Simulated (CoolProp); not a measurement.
Properties of sulfur hexafluoride along the isotherm 311.7 K (Tc = 318.7 K, pc = 3755 kPa, ω = 0.210).

The numbers come from the reference Helmholtz-energy equation of state, Guder 2009 in CoolProp.

```
p (kPa)   phase       Z  cv (kJ/(kg K))  Joule-Thomson coefficient (K/MPa)  isothermal compressibility (1/MPa)  expansivity (1/kK)
-------  ------  ------  --------------  ---------------------------------  ----------------------------------  ------------------
1710        gas  0.8090          0.6579                              10.55                              0.7510               6.443
3410     liquid  0.1638          0.7237                              2.732                              0.1166               22.28
5120     liquid  0.2227          0.6932                              1.120                             0.03454               9.154
6830     liquid  0.2838          0.6857                             0.6794                             0.02147               6.624
8530     liquid  0.3435          0.6818                             0.4501                             0.01583               5.422
10200    liquid  0.4012          0.6794                             0.3063                             0.01267               4.698
11900    liquid  0.4590          0.6778                             0.2030                             0.01057               4.190
13700    liquid  0.5192          0.6766                             0.1217                            0.009018               3.796
15400    liquid  0.5753          0.6759                            0.06213                            0.007934               3.508
17100    liquid  0.6307          0.6753                            0.01403                            0.007091               3.276
18800    liquid  0.6855          0.6749                           -0.02573                            0.006417               3.084
```
